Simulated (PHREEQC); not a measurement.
Make-up at 25 °C: 0.03 mol/kgw NaBF4. Closed to the air; pH follows from the charge balance.

Model: ion-association model, wateq4f.dat, run in PHREEQC.

Each row changes one thing in this solution. This is a speciation only: nothing precipitates in the calculation.

```tsv
case	pH	ionic strength (mol/kgw)	BF4- (mol/kgw)	HF (mol/kgw)	F- (mol/kgw)	BF3OH- (mol/kgw)
as made	2.85	0.0316	0.0263	0.00499	0.00281	0.00192
0.025 mol/kgw NH4HCO3 added	4.40	0.0547	0.0167	0.00133	0.0283	0.00455
NaBF4 from 0.03 to 0.003 mol/kgw	3.04	0.00397	0.00163	0.00247	0.00194	0.000243
0.015 mol/kgw Na2CO3 added	4.55	0.0593	0.0146	0.00113	0.0338	0.00471
NaBF4 from 0.03 to 0.006 mol/kgw	2.99	0.00711	0.00417	0.00310	0.00220	0.000495
NaBF4 from 0.03 to 0.06 mol/kgw	2.77	0.0619	0.0548	0.00614	0.00310	0.00323
```

Carbamate, which ammonia and carbonate form, is missing from the database. Real BF4- forms and hydrolyses slowly; the run takes it at equilibrium.
